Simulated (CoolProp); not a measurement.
Model: reference Helmholtz-energy equation of state, Lemmon 2006, in CoolProp. It is a short technical equation, of lower accuracy than the large ones.

Q: For acetone, give the phase and the density (kg/m³), cp (kJ/(kg K)), cv (kJ/(kg K)), Joule-Thomson coefficient (K/MPa) at 259.6 K and 12.1 bar.

A: 
- 259.6 K and 12.1 bar: liquid; density 828, cp 2.06, cv 1.49, Joule-Thomson coefficient -0.390
